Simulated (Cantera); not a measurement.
# Adiabatic ignition

An adiabatic, constant-volume homogeneous reactor starts with 14.1 % H2, 18.0 % O2, 67.9 % N2, at 1650 K and 430000 Pa.

Computed with Cantera and GRI-Mech 3.0 (53 species, 325 reactions). The hydrogen kinetics of GRI-Mech 3.0 are dated; newer H2 mechanisms differ, most at raised pressure.

```tsv
t (s)	T (K)	P (bar)	x H2	x O2	x NO2	x N2O	x H2O	x OH
2.00e-6	1700	4.42	0.0963	0.157	1.28e-10	3.95e-8	0.0316	0.00732
6.32e-6	2530	6.25	0.00622	0.108	1.55e-7	1.77e-6	0.128	0.0229
2.00e-5	2700	6.60	0.00243	0.112	5.54e-7	2.61e-6	0.139	0.0164
6.32e-5	2700	6.60	0.00238	0.112	1.70e-6	2.61e-6	0.139	0.0162
0.000200	2695	6.58	0.00235	0.110	5.05e-6	2.60e-6	0.139	0.0160
0.000632	2684	6.55	0.00228	0.108	1.31e-5	2.61e-6	0.140	0.0155
0.00200	2668	6.51	0.00219	0.104	2.38e-5	2.69e-6	0.140	0.0148
0.00632	2664	6.50	0.00216	0.103	2.72e-5	2.73e-6	0.141	0.0145
0.0200	2664	6.50	0.00216	0.103	2.72e-5	2.73e-6	0.141	0.0145
0.0632	2664	6.50	0.00216	0.103	2.72e-5	2.73e-6	0.141	0.0145
0.200	2664	6.50	0.00216	0.103	2.72e-5	2.73e-6	0.141	0.0145
```
x: mole fraction; the columns are a selection and need not sum to one.

- time of steepest temperature rise = 2.32 µs
- temperature at 0.200 s = 2664 K
- equilibrium temperature = 2664 K
- x(H2) at 0.200 s = 0.00216 (gas-phase equilibrium 0.00216)
- x(O2) at 0.200 s = 0.103 (gas-phase equilibrium 0.103)
- x(NO2) at 0.200 s = 2.72e-5 (gas-phase equilibrium 2.72e-5)
